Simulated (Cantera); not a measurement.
Adiabatic ignition

An adiabatic, constant-pressure homogeneous reactor starts with H₂ : O₂ : N₂ = 1 : 0.943 : 3.55 (molar parts), equivalence ratio 0.53, at 1400 K and 0.977 atm.

Cantera simulation using the H2/O2 subset of GRI-Mech 3.0, which has no nitrogen chemistry; the numbers are that mechanism's predictions, not measurements.

```json
[
 {"t (s)": "2.00e-6", "T (K)": "1400", "x H₂": "0.182", "x O₂": "0.172", "x H₂O₂": "5.35e-10", "x OH": "2.98e-8", "x H₂O": "1.15e-7", "x O": "3.89e-8"},
 {"t (s)": "6.21e-6", "T (K)": "1400", "x H₂": "0.182", "x O₂": "0.172", "x H₂O₂": "6.20e-9", "x OH": "9.96e-7", "x H₂O": "6.81e-6", "x O": "1.32e-6"},
 {"t (s)": "1.93e-5", "T (K)": "1505", "x H₂": "0.0749", "x O₂": "0.120", "x H₂O₂": "3.18e-6", "x OH": "0.0107", "x H₂O": "0.0778", "x O": "0.0165"},
 {"t (s)": "5.99e-5", "T (K)": "2166", "x H₂": "0.0161", "x O₂": "0.0820", "x H₂O₂": "3.56e-7", "x OH": "0.0241", "x H₂O": "0.155", "x O": "0.0200"},
 {"t (s)": "0.000186", "T (K)": "2463", "x H₂": "0.00694", "x O₂": "0.0828", "x H₂O₂": "2.78e-7", "x OH": "0.0204", "x H₂O": "0.178", "x O": "0.00781"},
 {"t (s)": "0.000578", "T (K)": "2530", "x H₂": "0.00443", "x O₂": "0.0837", "x H₂O₂": "3.97e-7", "x OH": "0.0172", "x H₂O": "0.184", "x O": "0.00492"},
 {"t (s)": "0.00179", "T (K)": "2530", "x H₂": "0.00442", "x O₂": "0.0837", "x H₂O₂": "3.98e-7", "x OH": "0.0172", "x H₂O": "0.184", "x O": "0.00491"},
 {"t (s)": "0.00557", "T (K)": "2530", "x H₂": "0.00442", "x O₂": "0.0837", "x H₂O₂": "3.98e-7", "x OH": "0.0172", "x H₂O": "0.184", "x O": "0.00491"},
 {"t (s)": "0.0173", "T (K)": "2530", "x H₂": "0.00442", "x O₂": "0.0837", "x H₂O₂": "3.98e-7", "x OH": "0.0172", "x H₂O": "0.184", "x O": "0.00491"},
 {"t (s)": "0.0537", "T (K)": "2530", "x H₂": "0.00442", "x O₂": "0.0837", "x H₂O₂": "3.98e-7", "x OH": "0.0172", "x H₂O": "0.184", "x O": "0.00491"},
 {"t (s)": "0.167", "T (K)": "2530", "x H₂": "0.00442", "x O₂": "0.0837", "x H₂O₂": "3.98e-7", "x OH": "0.0172", "x H₂O": "0.184", "x O": "0.00491"},
 {"t (s)": "0.518", "T (K)": "2530", "x H₂": "0.00442", "x O₂": "0.0837", "x H₂O₂": "3.98e-7", "x OH": "0.0172", "x H₂O": "0.184", "x O": "0.00491"},
 {"t (s)": "1.61", "T (K)": "2530", "x H₂": "0.00442", "x O₂": "0.0837", "x H₂O₂": "3.98e-7", "x OH": "0.0172", "x H₂O": "0.184", "x O": "0.00491"},
 {"t (s)": "5.00", "T (K)": "2530", "x H₂": "0.00442", "x O₂": "0.0837", "x H₂O₂": "3.98e-7", "x OH": "0.0172", "x H₂O": "0.184", "x O": "0.00491"}
]
```
x: mole fraction; the columns are a selection and need not sum to one.

```yaml
time_of_steepest_temperature_rise: 19.9 µs
temperature at 5.00 s: 2530 K
equilibrium_temperature: 2530 K
x(H₂) at 5.00 s: 0.00442 (gas-phase equilibrium 0.00442)
x(O₂) at 5.00 s: 0.0837 (gas-phase equilibrium 0.0837)
x(H₂O₂) at 5.00 s: 3.98e-7 (gas-phase equilibrium 3.98e-7)
```
